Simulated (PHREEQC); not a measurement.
Solution (25 °C): 0.062 mol/kgw NH4F and 0.0013 mol/kgw H2S. Closed to the air; pH follows from the charge balance.

Model: ion-association model, wateq4f.dat, run in PHREEQC.

```csv
quantity,before,after
pH,5.83,6.03
HF (mol/kgw),0.000108,8.50e-7
HF2- (mol/kgw),2.60e-5,2.02e-9
NH3 (mol/kgw),1.93e-5,3.65e-7
```

Which change was made?
A. temperature from 25 to 45 °C
B. diluted 100-fold with water
C. H2S left out
D. 0.00078 mol/kgw KOH added
E. 0.0012 mol/kgw HF added

B, diluted 100-fold with water

Precipitation was switched off in this run.
